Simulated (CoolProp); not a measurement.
Vapour-liquid equilibrium of ethane (1) + propane (2) at 6.76 bar; x and y are mole fractions of (1).

Computed with CoolProp (multi-fluid Helmholtz-energy mixture model, Bücker 2006 and Lemmon 2009; pair parameters Kunz 2012).

Task: Give the bubble temperature and the first vapour's composition at x = 0.125, 0.2, 0.65. Is there an azeotrope?

Result: x = 0.125: 273.3 K, y = 0.349; x = 0.2: 267.2 K, y = 0.494; x = 0.65: 241.4 K, y = 0.903. No azeotrope shows between x = 0.05 and 0.95.

Pair parameters are fitted to limited data, so mixtures are less certain than the pure fluids.
